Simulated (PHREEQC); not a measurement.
Nickel, zinc or cadmium bath: an equilibrium model

A solution holds 1.8 mmol/kgw CdCl2, 100 mmol/kgw NaCl and 0.047 mmol/kgw HCl, at 25 °C. Closed to the air; pH follows from the charge balance.

Model: ion-association model, wateq4f.dat, run in PHREEQC.

Each row changes one thing in this solution. No solid was allowed to form.

```tsv
case	pH	ionic strength (mol/kgw)	CdCl+ (mol/kgw)	Cd+2 (mol/kgw)	CdCl2 (mol/kgw)	CdCl3- (mol/kgw)	SI of Halite (NaCl)	SI of CdOHCl (CdOHCl)
as made	4.41	0.102	0.00116	0.000331	0.000287	1.85e-5	-3.80	-4.13
CdCl2 from 0.0018 to 0.009 mol/kgw	4.41	0.111	0.00581	0.00158	0.00151	0.000104	-3.78	-3.44
0.03 mol/kgw CO2 added	?	0.102	0.00116	0.000331	0.000287	1.85e-5	-3.80	-4.70
HCl left out	6.25	0.102	0.00116	0.000331	0.000287	1.85e-5	-3.80	?
0.001 mol/kgw NiCl2 added	4.41	0.105	0.00116	0.000327	0.000291	1.90e-5	-3.79	-4.13
CdCl2 replaced by CdBr2 at the same molality	4.41	0.102	0.00112	0.000330	0.000267	1.66e-5	-3.81	-4.15
diluted 2-fold with water	4.70	0.0514	0.000561	0.000258	7.86e-5	2.54e-6	-4.35	-4.14
```

### Question
Some entries are withheld; supply them.

### Answer

- 0.03 mol/kgw CO2 added, pH: 3.85
- HCl left out, SI of CdOHCl (CdOHCl): -2.30

Complexes and solids missing from the database can't appear.
